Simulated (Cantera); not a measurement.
Input: 1 mol Pb, 0.012 mol H2O, 69 mol H2, held at 425 °C and 1.33 mbar.

Equilibrium computed with Cantera from the NASA thermochemical tables; the gas is ideal and each condensed phase is pure. Candidate condensed phases: H2O, Pb, PbO, PbO2, Pb3O4; 12 gas species. The numbers say what is thermodynamically allowed, not how fast it happens.

Base state: H2 1.000, H2O 0.000174 (mole fractions); condensed: Pb(l).

Problem. What changes in the equilibrium state with this change: temperature from 425 °C to 700 °C?

Solution. 
```csv
species,before,after
H2,1.000,0.993
Pb,7.62e-7,0.00658
H2O,0.000174,0.000173
"Pb(l), mol",1.000,0.543
```
